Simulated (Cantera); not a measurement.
Input: 1 mol V₂O₃, 1800 mol H₂, at 0.100 bar.

Equilibrium computed with Cantera from the NASA thermochemical tables; the gas is ideal and each condensed phase is pure. Candidate condensed phases: H₂O, V, VO, V₂O₃, V₂O₄, V₂O₅; 12 gas species. VO: taken at fixed stoichiometry. The numbers say what is thermodynamically allowed, not how fast it happens.

Problem. At 1825 K, list the 3 most abundant gas species with their mole fractions, and the condensed phases.

Solution. H₂ 0.998, H 0.00139, H₂O 0.000555. Condensed: VO(s).
